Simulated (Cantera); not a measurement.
Equilibrium for boron, boron nitride and boron oxide: B2O3 + H2

Input: 1 mol B2O3, 6.4 mol H2, held at 1375 °C and 100000 Pa.

Equilibrium computed with Cantera from the NASA thermochemical tables; the gas is ideal and each condensed phase is pure. Candidate condensed phases: B, B2O3, B3O3H3, H2O; 23 gas species. Gases not in the tables: H3BO3. The numbers say what is thermodynamically allowed, not how fast it happens.

- x(H2) = 0.993
- x(HBO) = 0.00350
- x(HBO2) = 0.00226
- x(H2O) = 0.000807
- x(B2O3) = 0.000337
- x(H) = 8.89e-5
- x(B3O3H3) = 7.95e-5
- x(B2O2) = 6.37e-5
- x(BO) = 6.67e-6
- n(B2O3(l)) = 0.978 mol
- gas amount = 6.421 mol
- log10 activity of B(s) (absent) = -1.92
- log10 activity of B3O3H3(s) (absent) = -8.06
